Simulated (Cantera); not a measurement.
Thermodynamics of halide evaporation, hydrolysis and transport, feed CuF₂ + H₂

A closed system holds: 1 mol CuF₂, a varied amount of H₂, at 8.25 Torr.

Cantera equilibrium calculation (NASA polynomials, part measured and part estimated; ideal gas, pure solids and liquids). Candidate condensed phases: Cu, CuF₂; 15 gas species. Mutual solubility and eutectic melting of coexisting phases are not modelled. The numbers say what is thermodynamically allowed, not how fast it happens.

Stable condensed phases:

```
T in °C \ n(H₂) in mol
         0.91  1.5  2.5  4.2    7   12   20   33   54   90  150  250  420
   1802     A    A    A    A    A    A    A    A    A    A    A    A    A
   1702     A    A    A    A    A    A    A    A    A    A    A    A    A
   1602     B    B    B    B    A    A    A    A    A    A    A    A    A
   1502     B    B    B    B    B    B    B    A    A    A    A    A    A
   1402     B    B    B    B    B    B    B    B    B    B    A    A    A
   1302     B    B    B    B    B    B    B    B    B    B    B    B    A
   1202     B    B    B    B    B    B    B    B    B    B    B    B    B
   1102     B    B    B    B    B    B    B    B    B    B    B    B    B
   1002     B    B    B    B    B    B    B    B    B    B    B    B    B
    902     B    B    B    B    B    B    B    B    B    B    B    B    B
    802     C    B    B    B    B    B    B    B    B    B    B    B    B
    702     C    B    B    B    B    B    B    B    B    B    B    B    B
    602     C    B    B    B    B    B    B    B    B    B    B    B    B
```

A: gas only; B: Cu; C: Cu + CuF₂.
